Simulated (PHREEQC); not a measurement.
Make-up at 50 °C: 0.00099 mol Ba(NO3)2 per kg of water. Closed to the air; pH follows from the charge balance.

Equilibrium calculation in PHREEQC: ion-association model, phreeqc.dat.

No solid was allowed to form.

Predict the specific conductance.

specific conductance 409 µS/cm.

Constants without temperature data keep their 25 °C values here.
